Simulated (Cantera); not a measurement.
A Cantera script and what it prints.

```python
import numpy as np
import cantera as ct

gas_names = """
    H HO2 H2 H2O H2O2 O OH O2 O3 Pb PbO Pb2
""".split()
cond_names = """
    H2O(s) H2O(L) Pb(cr) Pb(L) PbO(rd) PbO(yw) PbO(L) PbO2(s) Pb3O4(s)
""".split()


def load(file, names, dense=False):
    # The tables refer to 1 bar. Condensed volumes are neglected.
    table = {s.name: s for s in ct.Species.list_from_file(file)}
    out = []
    for n in names:
        d = dict(table[n].input_data)
        d["thermo"] = dict(d["thermo"], **{"reference-pressure": 1e5})
        if dense:
            d["equation-of-state"] = {"model": "constant-volume", "density": "1e6 g/cm^3"}
        out.append(ct.Species.from_dict(d))
    return out


gas = ct.Solution(thermo="ideal-gas", species=load("nasa_gas.yaml", gas_names))
cond = {s.name: ct.Solution(thermo="fixed-stoichiometry", species=[s], name=s.name)
        for s in load("nasa_condensed.yaml", cond_names, dense=True)}
atoms = {
    'PbO': {'Pb': 1, 'O': 1},
    'H2': {'H': 2},
    'H2O': {'H': 2, 'O': 1},
}
top_T = {'Pb3O4(s)': 820}  # K; cautious upper limits of use, not melting points


def equilibrate(T, P, feed):
    n = {}
    for name, mol in feed.items():
        for a, k in atoms[name].items():
            n[a] = n.get(a, 0.0) + k * mol
    gas.TPX = T, P, n
    mass = sum(n.values()) * gas.mean_molecular_weight
    gas.equilibrate("TP")
    valid = [c for c in cond.values() if c.min_temp <= T <= top_T.get(c.name, c.max_temp)]
    mix = ct.Mixture([(gas, mass / gas.mean_molecular_weight)] + [(c, 0.0) for c in valid])
    mix.T, mix.P = T, P
    mix.equilibrate("TP", solver="vcs", rtol=1e-11, max_steps=5000)
    return mix


results = []
P = 13332.2  # Pa
for T in [923, 973, 1023, 1073, 1123, 1173, 1223, 1273, 1323, 1373, 1423, 1473, 1523, 1573]:
    for m in [2.7, 3.8, 4.9, 6, 7.1, 8.2, 9.3, 10, 12, 13, 14, 15, 16]:
        feed = {'PbO': 1, 'H2': m, 'H2O': 0.035}  # mol
        mix = equilibrate(T, P, feed)
        results.append((T, P, feed, dict(zip(mix.species_names, mix.species_moles))))

for T, P, feed, n in results:
    print(f"{T:7g} {feed['H2']:10.4g}  " + (" + ".join(c for c in cond_names if n.get(c, 0) > 1e-12) or "gas only"))
```

It prints:

```
    923        2.7  Pb(L)
    923        3.8  Pb(L)
    923        4.9  Pb(L)
    923          6  Pb(L)
    923        7.1  Pb(L)
    923        8.2  Pb(L)
    923        9.3  Pb(L)
    923         10  Pb(L)
    923         12  Pb(L)
    923         13  Pb(L)
    923         14  Pb(L)
    923         15  Pb(L)
    923         16  Pb(L)
    973        2.7  Pb(L)
    973        3.8  Pb(L)
    973        4.9  Pb(L)
    973          6  Pb(L)
    973        7.1  Pb(L)
    973        8.2  Pb(L)
    973        9.3  Pb(L)
    973         10  Pb(L)
    973         12  Pb(L)
    973         13  Pb(L)
    973         14  Pb(L)
    973         15  Pb(L)
    973         16  Pb(L)
   1023        2.7  Pb(L)
   1023        3.8  Pb(L)
   1023        4.9  Pb(L)
   1023          6  Pb(L)
   1023        7.1  Pb(L)
   1023        8.2  Pb(L)
   1023        9.3  Pb(L)
   1023         10  Pb(L)
   1023         12  Pb(L)
   1023         13  Pb(L)
   1023         14  Pb(L)
   1023         15  Pb(L)
   1023         16  Pb(L)
   1073        2.7  Pb(L)
   1073        3.8  Pb(L)
   1073        4.9  Pb(L)
   1073          6  Pb(L)
   1073        7.1  Pb(L)
   1073        8.2  Pb(L)
   1073        9.3  Pb(L)
   1073         10  Pb(L)
   1073         12  Pb(L)
   1073         13  Pb(L)
   1073         14  Pb(L)
   1073         15  Pb(L)
   1073         16  Pb(L)
   1123        2.7  Pb(L)
   1123        3.8  Pb(L)
   1123        4.9  Pb(L)
   1123          6  Pb(L)
   1123        7.1  Pb(L)
   1123        8.2  Pb(L)
   1123        9.3  Pb(L)
   1123         10  Pb(L)
   1123         12  Pb(L)
   1123         13  Pb(L)
   1123         14  Pb(L)
   1123         15  Pb(L)
   1123         16  Pb(L)
   1173        2.7  Pb(L)
   1173        3.8  Pb(L)
   1173        4.9  Pb(L)
   1173          6  Pb(L)
   1173        7.1  Pb(L)
   1173        8.2  Pb(L)
   1173        9.3  Pb(L)
   1173         10  Pb(L)
   1173         12  Pb(L)
   1173         13  Pb(L)
   1173         14  Pb(L)
   1173         15  Pb(L)
   1173         16  Pb(L)
   1223        2.7  Pb(L)
   1223        3.8  Pb(L)
   1223        4.9  Pb(L)
   1223          6  Pb(L)
   1223        7.1  Pb(L)
   1223        8.2  Pb(L)
   1223        9.3  Pb(L)
   1223         10  Pb(L)
   1223         12  Pb(L)
   1223         13  Pb(L)
   1223         14  Pb(L)
   1223         15  Pb(L)
   1223         16  Pb(L)
   1273        2.7  Pb(L)
   1273        3.8  Pb(L)
   1273        4.9  Pb(L)
   1273          6  Pb(L)
   1273        7.1  Pb(L)
   1273        8.2  Pb(L)
   1273        9.3  Pb(L)
   1273         10  Pb(L)
   1273         12  Pb(L)
   1273         13  Pb(L)
   1273         14  Pb(L)
   1273         15  Pb(L)
   1273         16  Pb(L)
   1323        2.7  Pb(L)
   1323        3.8  Pb(L)
   1323        4.9  Pb(L)
   1323          6  Pb(L)
   1323        7.1  Pb(L)
   1323        8.2  Pb(L)
   1323        9.3  Pb(L)
   1323         10  Pb(L)
   1323         12  Pb(L)
   1323         13  Pb(L)
   1323         14  Pb(L)
   1323         15  Pb(L)
   1323         16  Pb(L)
   1373        2.7  Pb(L)
   1373        3.8  Pb(L)
   1373        4.9  Pb(L)
   1373          6  Pb(L)
   1373        7.1  Pb(L)
   1373        8.2  Pb(L)
   1373        9.3  Pb(L)
   1373         10  Pb(L)
   1373         12  Pb(L)
   1373         13  Pb(L)
   1373         14  Pb(L)
   1373         15  Pb(L)
   1373         16  Pb(L)
   1423        2.7  Pb(L)
   1423        3.8  Pb(L)
   1423        4.9  Pb(L)
   1423          6  Pb(L)
   1423        7.1  Pb(L)
   1423        8.2  Pb(L)
   1423        9.3  Pb(L)
   1423         10  Pb(L)
   1423         12  gas only
   1423         13  gas only
   1423         14  gas only
   1423         15  gas only
   1423         16  gas only
   1473        2.7  Pb(L)
   1473        3.8  Pb(L)
   1473        4.9  Pb(L)
   1473          6  Pb(L)
   1473        7.1  gas only
   1473        8.2  gas only
   1473        9.3  gas only
   1473         10  gas only
   1473         12  gas only
   1473         13  gas only
   1473         14  gas only
   1473         15  gas only
   1473         16  gas only
   1523        2.7  Pb(L)
   1523        3.8  gas only
   1523        4.9  gas only
   1523          6  gas only
   1523        7.1  gas only
   1523        8.2  gas only
   1523        9.3  gas only
   1523         10  gas only
   1523         12  gas only
   1523         13  gas only
   1523         14  gas only
   1523         15  gas only
   1523         16  gas only
   1573        2.7  gas only
   1573        3.8  gas only
   1573        4.9  gas only
   1573          6  gas only
   1573        7.1  gas only
   1573        8.2  gas only
   1573        9.3  gas only
   1573         10  gas only
   1573         12  gas only
   1573         13  gas only
   1573         14  gas only
   1573         15  gas only
   1573         16  gas only
```

Method: chemical equilibrium by Gibbs-energy minimisation in Cantera with the NASA 1993 tables (ideal gas, pure condensed phases).
